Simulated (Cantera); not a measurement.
Input: 1 mol MgO, 0.67 mol F2, a varied amount of H2, at 1373.15 K and 1.33 mbar.

Method: chemical equilibrium by Gibbs-energy minimisation in Cantera with the NASA 1993 tables (ideal gas, pure condensed phases). Candidate condensed phases: H2O, Mg, MgF2, MgO, Mg(OH)2; 31 gas species. Mutual solubility and eutectic melting of coexisting phases are not modelled. Kinetics and transport are ignored.

Question: Which condensed phases are stable at each of these points (n(H2) (mol)): 4.8, 6, 7.5, 9.3, 12, 14, 18, 22, 28, 35, 44?

Answer: 
| n(H2) (mol) | condensed phases | Mg condensed (%) |
|---|---|---|
| 4.8 | MgF2(s) + MgO(s) | 98.6 |
| 6 | MgF2(s) + MgO(s) | 98.2 |
| 7.5 | MgO(s) | 98.0 |
| 9.3 | MgO(s) | 98.0 |
| 12 | MgO(s) | 98.0 |
| 14 | MgO(s) | 98.0 |
| 18 | MgO(s) | 98.0 |
| 22 | MgO(s) | 98.0 |
| 28 | MgO(s) | 98.0 |
| 35 | MgO(s) | 97.9 |
| 44 | MgO(s) | 97.9 |

From 4.8 mol H2 to 6 mol H2 the condensed part is MgF2(s) + MgO(s). From 7.5 mol H2 to 44 mol H2 the condensed part is MgO(s).
